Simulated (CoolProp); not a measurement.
Vapour-liquid equilibrium of ethanol (1) + n-hexane (2) at 133.85 °C; x and y are mole fractions of (1).

Values from CoolProp's multi-fluid Helmholtz-energy mixture model, Schroeder 2014 and Thol 2019; pair parameters Bell 2016.

Task: Give the bubble pressure and the first vapour's composition at x = 0.35, 0.8, 0.95. Is there an azeotrope?

Result: x = 0.35: 8.408 bar, y = 0.457; x = 0.8: 7.966 bar, y = 0.681; x = 0.95: 6.891 bar, y = 0.891. y crosses x between x = 0.5 and 0.65: the model has an azeotrope there.

The pair parameters rest on a limited set of measurements; away from them the model extrapolates.
